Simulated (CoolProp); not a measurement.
Values from CoolProp's reference Helmholtz-energy equation of state, Lemmon 2006. It is a short technical equation, of lower accuracy than the large ones.

Q: For C2F6 (R116), give the phase and the Joule-Thomson coefficient (K/MPa) at -86.05 °C and 0.283 bar.

A: 
- -86.05 °C and 0.283 bar: gas; Joule-Thomson coefficient 33.7
